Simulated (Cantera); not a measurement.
An isothermal, constant-pressure homogeneous reactor starts with NO : N2 = 1 : 3.2 (molar parts), at 1975 K and 120000 Pa.

Detailed kinetics in Cantera: GRI-Mech 3.0 (53 species, 325 reactions).

Task: Predict: x(NO) at 3.00 s; x(O2) at 3.00 s; x(N2) at 3.00 s; x(O) at 3.00 s; x(N2O) at 3.00 s; x(NO2) at 3.00 s.

Result: 
```json
{
  "x(NO) at 3.00 s": "0.0399 (gas-phase equilibrium 0.00563)",
  "x(O2) at 3.00 s": "0.0990 (gas-phase equilibrium 0.116)",
  "x(N2) at 3.00 s": "0.861 (gas-phase equilibrium 0.878)",
  "x(O) at 3.00 s": "0.000160 (gas-phase equilibrium 0.000172)",
  "x(N2O) at 3.00 s": "1.03e-6 (gas-phase equilibrium 3.67e-7)",
  "x(NO2) at 3.00 s": "5.40e-5 (gas-phase equilibrium 8.24e-6)"
}
```
